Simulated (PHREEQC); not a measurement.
Dissolve 0.0052 mol/kgw HNO3, 0.077 mol/kgw FeCl3 and 0.11 mol/kgw KCl at 25 °C. Closed to the air; pH follows from the charge balance.

Model: ion-association model, phreeqc.dat, run in PHREEQC.

No solid was allowed to form.

Q: Order these Fe species by the share of Fe that they hold, largest first: Fe2(OH)2+4, FeOH+2, FeCl+2, FeCl2+, Fe+3.

A: FeCl+2 (51 %), Fe+3 (22 %), FeCl2+ (14 %), Fe2(OH)2+4 (7.7 %), FeOH+2 (4.7 %)

Q: Order these Cl species by the share of Cl that they hold, largest first: FeCl+2, FeCl2+, FeCl3, Cl-.

A: Cl- (82 %), FeCl+2 (11 %), FeCl2+ (6.4 %), FeCl3 (0.11 %)

The pH is 1.91 and the ionic strength 0.398 mol/kgw. The solution is supersaturated, for example in Hematite (slow to form), Goethite (slow to form), so a real one may precipitate; this is no full list. Species that the database lacks are ignored.
